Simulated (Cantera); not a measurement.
A closed system holds: 1 mol CuO, 9.7 mol H2, 0.037 mol H2O, equilibrated at 260 Pa.

These are equilibrium values from Cantera (NASA tables, ideal gas, pure condensed phases), not measurements of a reactor. Candidate condensed phases: Cu, CuO, Cu(OH)2, Cu2O, H2O; 12 gas species. The numbers say what is thermodynamically allowed, not how fast it happens.

log p: log10 of the partial pressure in bar; n: condensed amount in mol.

```json
[
 {"T (K)": "600", "log p H2": "-2.63", "log p H2O": "-3.56", "log p Cu": "<-14", "log p H": "<-14", "log p OH": "<-14", "n Cu(s)": "1.00", "n Cu(l)": "0"},
 {"T (K)": "800", "log p H2": "-2.63", "log p H2O": "-3.56", "log p Cu": "<-14", "log p H": "-12.86", "log p OH": "<-14", "n Cu(s)": "1.00", "n Cu(l)": "0"},
 {"T (K)": "1000", "log p H2": "-2.63", "log p H2O": "-3.56", "log p Cu": "-10.81", "log p H": "-9.96", "log p OH": "?", "n Cu(s)": "1.00", "n Cu(l)": "0"},
 {"T (K)": "1200", "log p H2": "-2.63", "log p H2O": "-3.56", "log p Cu": "-7.91", "log p H": "-8.02", "log p OH": "?", "n Cu(s)": "1.000", "n Cu(l)": "0"},
 {"T (K)": "1400", "log p H2": "-2.63", "log p H2O": "-3.56", "log p Cu": "-5.87", "log p H": "-6.63", "log p OH": "?", "n Cu(s)": "0", "n Cu(l)": "0.995"},
 {"T (K)": "1600", "log p H2": "-2.64", "log p H2O": "-3.56", "log p Cu": "-4.40", "log p H": "-5.59", "log p OH": "?", "n Cu(s)": "0", "n Cu(l)": "0.848"},
 {"T (K)": "1800", "log p H2": "-2.68", "log p H2O": "-3.60", "log p Cu": "-3.62", "log p H": "-4.79", "log p OH": "?", "n Cu(s)": "0", "n Cu(l)": "0"},
 {"T (K)": "2000", "log p H2": "-2.69", "log p H2O": "-3.61", "log p Cu": "-3.62", "log p H": "-4.13", "log p OH": "?", "n Cu(s)": "0", "n Cu(l)": "0"}
]
```

### Question
What belongs in the gaps?

### Answer

- 1000, log p OH: -13.54
- 1200, log p OH: -11.04
- 1400, log p OH: -9.26
- 1600, log p OH: -7.92
- 1800, log p OH: -6.89
- 2000, log p OH: -6.05
